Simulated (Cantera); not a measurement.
A closed system holds: 1 mol Si, 0.088 mol N2O, 12 mol N2, equilibrated at 14.0 Pa.

Method: chemical equilibrium by Gibbs-energy minimisation in Cantera with the NASA 1993 tables (ideal gas, pure condensed phases). Candidate condensed phases: Si, SiO2, Si2N2O, Si3N4; 16 gas species. Mutual solubility and eutectic melting of coexisting phases are not modelled. The numbers say what is thermodynamically allowed, not how fast it happens.

Q: Which condensed phases are stable at each of these points (T (°C)): 925, 1000, 1075, 1150, 1225, 1300, 1375, 1450, 1525, 1600, 1675, 1750, 1825?

A: 
```
T (°C)      condensed phases  Si condensed (%)
------  --------------------  ----------------
925     Si2N2O(s) + Si3N4(s)             100.0
1000    Si2N2O(s) + Si3N4(s)             100.0
1075    Si2N2O(s) + Si3N4(s)             100.0
1150    Si2N2O(s) + Si3N4(s)              99.6
1225    Si2N2O(s) + Si3N4(s)              95.3
1300                   Si(s)              90.7
1375                   Si(s)              88.8
1450                   Si(l)              82.2
1525                   Si(l)              62.7
1600                   Si(l)               6.3
1675                gas only               0.0
1750                gas only               0.0
1825                gas only               0.0
```

From 925 °C to 1225 °C the condensed part is Si2N2O(s) + Si3N4(s). From 1300 °C to 1375 °C the condensed part is Si(s). From 1450 °C to 1600 °C the condensed part is Si(l). From 1675 °C to 1825 °C nothing is condensed.
